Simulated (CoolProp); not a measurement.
The fluid at 300.01 K and 2.42 MPa flows at 10 m/s in a round tube of 2 mm bore and 1.5 µm roughness, fully developed (64/Re and Nu = 3.66 if laminar; Colebrook and Gnielinski if turbulent). The same conditions are run with several fluids, on thermodynamics alone (safety and materials aside).

The numbers come from the reference Helmholtz-energy equation of state of each fluid (propylene: Lemmon 2013; c-C4F8 (RC318): Platzer 1990; ethylbenzene: Zhou 2012; R11: Jacobsen 1992; ethanol: Schroeder 2014) in CoolProp. The equations of Platzer and Polt are older, rougher fits.

| fluid | Reynolds number | Darcy friction factor | pressure drop (Pa/m) | heat-transfer coefficient (W/(m² K)) | mass flow (kg/h) |
|---|---|---|---|---|---|
| propylene | ___ | 0.0212 | 268000 | 23900 | 57.4 |
| c-C4F8 (RC318) | 80800 | 0.0218 | 822000 | 17400 | ___ |
| ethylbenzene | 28200 | 0.0257 | 554000 | 14400 | 97.6 |
| R11 | 67800 | ___ | 825000 | 16800 | 167 |
| ethanol | 14800 | ___ | 575000 | 12900 | 88.9 |

Question: Some entries are withheld; supply them.

Answer: 
- propylene, Reynolds number: 106000
- c-C4F8 (RC318), mass flow (kg/h): 170
- R11, Darcy friction factor: 0.0223
- ethanol, Darcy friction factor: 0.0293

Transport values come from each fluid's own correlations; those of propylene, c-C4F8 (RC318), ethylbenzene, R11 are estimates that may be off by 10 % or more.
